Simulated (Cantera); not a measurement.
An adiabatic, constant-pressure homogeneous reactor starts with 27.2 % H2, 15.3 % O2, 57.5 % N2, at 1423 K and 1.00 bar.

Cantera simulation using the H2/O2 subset of GRI-Mech 3.0, which has no nitrogen chemistry; the numbers are that mechanism's predictions, not measurements.

x: mole fraction; the columns are a selection and need not sum to one.

```
t (s)     T (K)    x H2    x O2    x H2O2    x HO2     x OH      x H
--------  -----  ------  ------  --------  -------  -------  -------
1.00e-6    1423   0.272   0.153  4.30e-10  1.02e-7  1.27e-8  1.23e-7
2.46e-6    1423   0.272   0.153         …  2.65e-7  7.50e-8  6.39e-7
6.06e-6    1423   0.272   0.153         …  1.29e-6  1.90e-6  1.57e-5
1.49e-5    1461   0.223   0.132         …  5.00e-5  0.00357   0.0270
3.67e-5    2169  0.0509  0.0386         …  1.21e-5   0.0295   0.0588
9.04e-5    2569  0.0428  0.0313         …  7.49e-6   0.0335   0.0287
0.000223   2782  0.0342  0.0272   4.67e-7  9.28e-6   0.0318   0.0162
0.000548   2802  0.0332  0.0268   5.07e-7  9.64e-6   0.0315   0.0151
0.00135    2802  0.0332  0.0268   5.07e-7  9.64e-6   0.0315   0.0151
0.00332    2802  0.0332  0.0268   5.07e-7  9.64e-6   0.0315   0.0151
0.00817    2802  0.0332  0.0268   5.07e-7  9.64e-6   0.0315   0.0151
0.0201     2802  0.0332  0.0268   5.07e-7  9.64e-6   0.0315   0.0151
0.0495     2802  0.0332  0.0268   5.07e-7  9.64e-6   0.0315   0.0151
0.122      2802  0.0332  0.0268   5.07e-7  9.64e-6   0.0315   0.0151
0.300      2802  0.0332  0.0268   5.07e-7  9.64e-6   0.0315   0.0151
```

Task: Some entries are withheld; supply them.

Result: 
- 2.46e-6, x H2O2: 2.57e-9
- 6.06e-6, x H2O2: 1.94e-8
- 1.49e-5, x H2O2: 1.15e-6
- 3.67e-5, x H2O2: 4.32e-7
- 9.04e-5, x H2O2: 2.81e-7
